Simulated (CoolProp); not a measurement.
A single-stage vapour-compression cycle with the fluid: evaporating at 233.15 K (dew point), condensing at 296.15 K (bubble point), superheat 2 K, subcooling 2 K, compressor efficiency 0.75, no pressure losses. The same conditions are run with several fluids, on thermodynamics alone (safety and materials aside).

Computed with CoolProp (reference Helmholtz-energy equation of state of each fluid (C3F8 (R218): Lemmon 2006; isobutene: Lemmon 2005; isobutane: Bücker 2006; ethane: Bücker 2006; propylene: Lemmon 2013; fluoroethane (R161): Wu 2012)).

**Question.** Rank C3F8 (R218), isobutene, isobutane, ethane, propylene, fluoroethane (R161) by cooling COP, highest first.

**Answer.** isobutene (2.20), fluoroethane (R161) (2.16), isobutane (2.14), propylene (2.10), ethane (1.55), C3F8 (R218) (1.51)

```tsv
fluid	pressure ratio	discharge temperature (K)	refrigerating effect (kJ/kg)	volumetric capacity (kJ/m³)
C3F8 (R218)	9.40	296.1	43.7	385
isobutene	12.8	326.7	288	189
isobutane	11.5	317.1	255	221
ethane	5.17	340.4	210	2910
propylene	7.76	338.4	287	914
fluoroethane (R161)	9.68	357.9	302	692
```

The compression ends wet for: C3F8 (R218).
